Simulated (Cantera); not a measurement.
Feed: 1 mol V2O3, 660 mol H2, 0.2 mol H2O, held at 0.293 Torr.

Method: chemical equilibrium by Gibbs-energy minimisation in Cantera with the NASA 1993 tables (ideal gas, pure condensed phases). Candidate condensed phases: H2O, V, VO, V2O3, V2O4, V2O5; 12 gas species. VO: taken at fixed stoichiometry. The numbers say what is thermodynamically allowed, not how fast it happens. All values below are at 1427 °C.

Base state: H2 0.991, H 0.00743, H2O 0.00179, VO2 2.59e-5, VO 2.00e-5 (mole fractions); condensed: VO(s).

Task: What changes in the equilibrium state with this change: V2O3 replaced by Fe2O3?

Result: 
```json
[
 {"species": "H2", "before": "0.991", "after": "0.985"},
 {"species": "H", "before": "0.00743", "after": "0.00740"},
 {"species": "H2O", "before": "0.00179", "after": "0.00481"},
 {"species": "Fe", "before": "0", "after": "0.00301"},
 {"species": "VO2", "before": "2.59e-5", "after": "0"},
 {"species": "VO", "before": "2.00e-5", "after": "0"},
 {"species": "VO(s), mol", "before": "1.97", "after": "0"}
]
```
Further candidate phases: Fe, FeO, Fe(OH)2, Fe(OH)3, Fe2O3, Fe3O4.
